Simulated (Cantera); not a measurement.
A closed system holds: 1 mol SiH2Cl2, 0.0057 mol Cl2, 15 mol N2, equilibrated at 13.3 mbar.

These are equilibrium values from Cantera (NASA tables, ideal gas, pure condensed phases), not measurements of a reactor. Candidate condensed phases: NH4Cl, Si, Si3N4; 28 gas species. N2 is the only nitrogen source here; it is nearly inert below about 1500 K, so the nitride shown seldom forms there in practice. Kinetics and transport are ignored.

Q: What share of the Si ends up in condensed phases as a function of T (K), at 1073, 1123, 1173, 1223, 1273, 1323, 1373, 1423, 1473, 1523, 1573?

A: 
```tsv
T (K)	Si condensed (%)	as
1073	84.6	Si3N4(s)
1123	85.0	Si3N4(s)
1173	85.3	Si3N4(s)
1223	85.3	Si3N4(s)
1273	84.8	Si3N4(s)
1323	83.3	Si3N4(s)
1373	80.2	Si3N4(s)
1423	75.0	Si3N4(s)
1473	68.0	Si3N4(s)
1523	60.1	Si3N4(s)
1573	52.1	Si3N4(s)
```
